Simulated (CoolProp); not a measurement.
Model: reference Helmholtz-energy equation of state, Span 1996, in CoolProp.

### Question
For carbon dioxide, give the phase and the cp (kJ/(kg K)), cv (kJ/(kg K)), speed of sound (m/s), conductivity (mW/(m K)) at 948.2 K and 36100 kPa; 899.5 K and 13200 kPa.

### Answer
- 948.2 K and 36100 kPa: supercritical; cp 1.29, cv 1.04, speed of sound 517, conductivity 73.5
- 899.5 K and 13200 kPa: supercritical; cp 1.24, cv 1.02, speed of sound 466, conductivity 66.5

Thermal conductivity comes from a separate model (Huber 2016).
